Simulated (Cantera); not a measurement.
Hydrocarbon pyrolysis for carbon deposition

An isothermal, constant-pressure homogeneous reactor starts with 1.81 % C2H6, 98.2 % N2, at 1173 K and 0.540 Torr.

Model: GRI-Mech 3.0 (53 species, 325 reactions), integrated in Cantera. GRI-Mech 3.0 stops at C3 and has no aromatics, soot or wall deposition, so with more carbon than oxygen in the feed, carbon stays in small species such as C2H2 where larger ones or solid carbon would form. Radical loss at walls, strong at low pressure, is not modelled.

| t (s) | x C2H6 | x CH3 | x H | x HCN | x CH4 | x C2H2 |
|---|---|---|---|---|---|---|
| 4.00e-6 | 0.0181 | 1.10e-9 | <1e-12 | <1e-12 | <1e-12 | <1e-12 |
| 1.19e-5 | 0.0181 | 3.29e-9 | <1e-12 | <1e-12 | <1e-12 | <1e-12 |
| 3.56e-5 | 0.0181 | 9.83e-9 | <1e-12 | <1e-12 | <1e-12 | <1e-12 |
| 0.000106 | 0.0181 | 2.93e-8 | 1.34e-12 | <1e-12 | 3.21e-12 | <1e-12 |
| 0.000317 | 0.0181 | 8.75e-8 | 4.18e-12 | <1e-12 | 2.85e-11 | <1e-12 |
| 0.000948 | 0.0181 | 2.61e-7 | 1.84e-11 | <1e-12 | 2.52e-10 | <1e-12 |
| 0.00283 | 0.0181 | 7.78e-7 | 1.93e-10 | <1e-12 | 2.24e-9 | <1e-12 |
| 0.00844 | 0.0181 | 2.31e-6 | 2.78e-9 | <1e-12 | 1.98e-8 | <1e-12 |
| 0.0252 | 0.0181 | 6.77e-6 | 3.21e-8 | <1e-12 | 1.75e-7 | <1e-12 |
| 0.0752 | 0.0181 | 1.92e-5 | 3.02e-7 | <1e-12 | 1.50e-6 | 5.62e-11 |
| 0.224 | 0.0180 | 5.17e-5 | 1.98e-6 | 3.63e-11 | 1.23e-5 | 2.32e-8 |
| 0.670 | 0.0172 | 0.000147 | 4.94e-6 | 1.09e-9 | 0.000105 | 2.82e-6 |
| 2.00 | 0.0131 | 0.000289 | 9.31e-6 | 5.17e-9 | 0.000834 | 0.000110 |
x: mole fraction; the columns are a selection and need not sum to one.

Equilibrium at this temperature and pressure: C2H6 1.32e-11, CH3 1.19e-8, H 8.26e-7, HCN 0.0242, CH4 2.66e-5, C2H2 0.00534 (gas phase only).
